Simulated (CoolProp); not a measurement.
Model: reference Helmholtz-energy equation of state, Wu 2011, in CoolProp.

Task: Give the vapour pressure (bar), enthalpy of vaporisation (kJ/kg), liquid viscosity (µPa s) of saturated dimethyl ether at 302.7, 310.5 K.

Result: 
```json
[
 {"T (K)": "302.7", "p (bar)": "6.72", "enthalpy of vaporisation (kJ/kg)": "393", "liquid viscosity (µPa s)": "123"},
 {"T (K)": "310.5", "p (bar)": "8.30", "enthalpy of vaporisation (kJ/kg)": "381", "liquid viscosity (µPa s)": "115"}
]
```

Viscosity comes from a separate model (Meng 2012).
